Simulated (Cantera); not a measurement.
Input: 1 mol V, 0.33 mol N2O, 42 mol N2, 0.54 mol H2O, at 1402 °C.

Method: chemical equilibrium by Gibbs-energy minimisation in Cantera with the NASA 1993 tables (ideal gas, pure condensed phases). Candidate condensed phases: H2O, V, VN, VO, V2O3, V2O4, V2O5; 28 gas species. Mutual solubility and eutectic melting of coexisting phases are not modelled. VO: taken at fixed stoichiometry. Condensed phases not in the tables: V2N, N, O or C dissolved in the metal. Kinetics and transport are ignored.

**Question.** At 0.600 Pa, list the 5 most abundant gas species with their mole fractions, and the condensed phases.

**Answer.** N2 0.983, H2 0.0102, H 0.00478, V 0.00105, VO 0.000745. Condensed: V(s) + VO(s).
